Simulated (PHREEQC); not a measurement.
Make-up at 25 °C: 62 mmol/kgw CdCl2. Closed to the air; pH follows from the charge balance.

Computed with PHREEQC (ion-association model, wateq4f.dat).

```tsv
quantity	before	after
pH	5.48	5.62
ionic strength (mol/kgw)	0.0856	0.0504
Cl- (mol/kgw)	0.0699	0.0396
```

### Question
Name the change that produced these shifts.
(A) diluted 2-fold with water
(B) CdCl2 from 0.062 to 0.093 mol/kgw
(C) diluted 100-fold with water
(D) CdCl2 replaced by BaCl2 at the same molality
(E) 0.0081 mol/kgw CsF added

### Answer
A, diluted 2-fold with water

No solid was allowed to form.
